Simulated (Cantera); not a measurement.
Feed: 1 mol CuO, 370 mol H2, 5.2 mol N2, equilibrated at 1948 K and 0.133 bar.

These are equilibrium values from Cantera (NASA tables, ideal gas, pure condensed phases), not measurements of a reactor. Candidate condensed phases: Cu, CuO, Cu(OH)2, Cu2O, H2O; 27 gas species. Rates play no part.

Base state: H2 0.978, N2 0.0138, H 0.00306, H2O 0.00265, Cu 0.00265 (mole fractions); condensed: gas only.

Q: What changes in the equilibrium state with this change: CuO replaced by V2O5?

A: 
```
species      before    after
----------  -------  -------
H2            0.978    0.975
N2           0.0138   0.0138
H2O         0.00265  0.00797
Cu          0.00265        0
VO2               0  1.43e-5
H           0.00306  0.00306
VO(s), mol        0     1.99
```
VO: taken at fixed stoichiometry. Further candidate phases: V, VN, VO, V2O3, V2O4, V2O5.
